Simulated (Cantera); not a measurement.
Standard-state values (1 bar) from the NASA 1993 polynomials, evaluated with Cantera. Values are per mole of reaction as written; species without (g) are pure solids or liquids, kept so even where they would boil at 1 bar.

V + O2(g) ⇌ VO2(g), with ΔH° = -232.7 kJ and ΔS° = 31.1 J/K at 300 K.

### Question
How far is the shortcut ΔG° ≈ ΔH°(300 K) − T·ΔS°(300 K) from the full temperature-dependent value at 1750, 1850, 1950, 2050, 2150, 2250, 2350, 2450, 2550 K?

### Answer
```tsv
T (K)	shortcut (kJ)	full (kJ)	difference (kJ)	difference in log10 K	condensed phases
1750	-287.1	-272.7	-14.4	0.43	V(s)
1850	-290.2	-274.1	-16.2	0.46	V(s)
1950	-293.3	-275.3	-18.0	0.48	V(s)
2050	-296.5	-276.5	-20.0	0.51	V(s)
2150	-299.6	-277.5	-22.1	0.54	V(s)
2250	-302.7	-277.8	-24.9	0.58	V(l)
2350	-305.8	-277.6	-28.2	0.63	V(l)
2450	-308.9	-277.2	-31.7	0.68	V(l)
2550	-312.0	-276.7	-35.3	0.72	V(l)
```
The shortcut ignores heat capacities and the phase changes listed.
